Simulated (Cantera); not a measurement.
A closed system holds: 1 mol Fe(CO)5, 85 mol H2, equilibrated at 10000 Pa.

Equilibrium computed with Cantera from the NASA thermochemical tables; the gas is ideal and each condensed phase is pure. Candidate condensed phases: C, C6H6, C7H8, C8H18, Fe, Fe(CO)5, FeO, Fe(OH)2, Fe(OH)3, Fe2O3, Fe3O4, H2O; 114 gas species. Kinetics and transport are ignored.

Problem. Which condensed phases are stable at each of these points (T (K)): 925, 975, 1025, 1075, 1125, 1175, 1225, 1275, 1325, 1375, 1425, 1475?

Solution. 
```csv
T (K),condensed phases,Fe condensed (%)
925,Fe(α),100.0
975,Fe(α),100.0
1025,Fe(α),100.0
1075,Fe(α),100.0
1125,Fe(α),100.0
1175,Fe(α),100.0
1225,Fe(γ),100.0
1275,Fe(γ),100.0
1325,Fe(γ),100.0
1375,Fe(γ),100.0
1425,Fe(γ),100.0
1475,Fe(γ),100.0
```

From 925 K to 1175 K the condensed part is Fe(α). From 1225 K to 1475 K the condensed part is Fe(γ).
